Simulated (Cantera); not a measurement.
## Stirred combustor or abatement burner

A perfectly stirred reactor is fed with CO : H2 : CH4 : O2 : N2 = 1 : 0.048 : 0.19 : 1.37 : 5.15 (molar parts), equivalence ratio 0.66, at 10500 Torr; it is adiabatic with a 800 K inlet, and is followed from long to short residence time, starting on the burning branch (τ in s: 0.38, 0.17, 0.08, 0.037, 0.017, 0.0078, 0.0036, 0.0016, 0.00076, 0.00035, 0.00016, 7.3e-05, 3.4e-05).

Detailed kinetics in Cantera: GRI-Mech 3.0 (53 species, 325 reactions). The pressure lies above the range GRI-Mech 3.0 was tuned for (to about 10 atm).

```tsv
τ (s)	T (K)	x CO	x H2	x CH4	x CH2	x OH	x HCO
0.38	2322	0.00236	0.000148	2.82e-8	3.18e-10	0.00230	3.52e-10
0.17	2323	0.00238	0.000149	6.26e-8	7.10e-10	0.00231	5.18e-10
0.080	2324	0.00241	0.000151	1.32e-7	1.51e-9	0.00232	8.55e-10
0.037	2326	0.00248	0.000154	2.80e-7	3.26e-9	0.00236	1.60e-9
0.017	2328	0.00261	0.000159	5.92e-7	7.06e-9	0.00241	3.22e-9
0.0078	2329	0.00286	0.000169	1.24e-6	1.52e-8	0.00248	6.77e-9
0.0036	2327	0.00334	0.000188	2.54e-6	3.21e-8	0.00259	1.45e-8
0.0016	2320	0.00432	0.000228	5.18e-6	6.83e-8	0.00279	3.24e-8
0.00076	2307	0.00596	0.000295	9.54e-6	1.31e-7	0.00308	6.84e-8
0.00035	2283	0.00884	0.000415	1.72e-5	2.45e-7	0.00352	1.50e-7
0.00016	2245	0.0134	0.000604	3.04e-5	4.32e-7	0.00406	3.31e-7
7.3e-5	2187	0.0204	0.000870	5.49e-5	7.22e-7	0.00458	7.32e-7
3.4e-5	2104	0.0306	0.00120	0.000104	1.14e-6	0.00483	1.58e-6
```
x: mole fraction; the columns are a selection and need not sum to one.
